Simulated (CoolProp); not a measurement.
Values from CoolProp's reference Helmholtz-energy equation of state, Wu 2012.

Problem. For fluoroethane (R161), give the phase and the density (kg/m³), cv (kJ/(kg K)), isothermal compressibility (1/MPa) at 42.35 °C and 3770 kPa; 53.45 °C and 3770 kPa; 98.25 °C and 3770 kPa.

Solution. 
- 42.35 °C and 3770 kPa: liquid; density 682, cv 1.49, isothermal compressibility 0.00647
- 53.45 °C and 3770 kPa: liquid; density 654, cv 1.52, isothermal compressibility 0.00923
- 98.25 °C and 3770 kPa: gas; density 93.0, cv 1.59, isothermal compressibility 0.511
